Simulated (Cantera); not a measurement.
# Low-pressure radical oxidation in H2/O2

An isothermal, constant-pressure homogeneous reactor starts with H₂ : O₂ : N₂ = 0.026 : 1 : 0.39 (molar parts), equivalence ratio 0.013, at 950 K and 1200 Pa.

Cantera simulation using the H2/O2 subset of GRI-Mech 3.0, which has no nitrogen chemistry; the numbers are that mechanism's predictions, not measurements. Radical loss at walls, strong at low pressure, is not modelled.

```
t (s)         x H₂   x O₂      x OH     x H₂O     x HO₂
--------  --------  -----  --------  --------  --------
7.00e-5     0.0184  0.706    <1e-12    <1e-12  1.88e-12
0.000289    0.0184  0.706  2.36e-12    <1e-12  7.81e-12
0.00119     0.0184  0.706  2.13e-11  3.02e-11  3.29e-11
0.00492     0.0184  0.706   1.11e-9   3.40e-9  2.07e-10
0.0203      0.0132  0.703  0.000800   0.00407   3.93e-6
0.0837     8.66e-5  0.701  0.000248    0.0181   2.35e-6
0.345      6.65e-6  0.703   6.56e-5    0.0185   7.24e-7
1.42       4.05e-7  0.703   1.75e-5    0.0185   1.29e-7
5.88       2.89e-8  0.703   5.36e-6    0.0185   1.79e-8
24.2       3.23e-9  0.703   1.98e-6    0.0185   2.85e-9
100       5.26e-10  0.703   8.41e-7    0.0185  5.56e-10
```
x: mole fraction; the columns are a selection and need not sum to one.

Equilibrium at this temperature and pressure: H₂ 3.70e-12, O₂ 0.703, OH 7.26e-8, H₂O 0.0185, HO₂ 1.42e-10 (gas phase only).
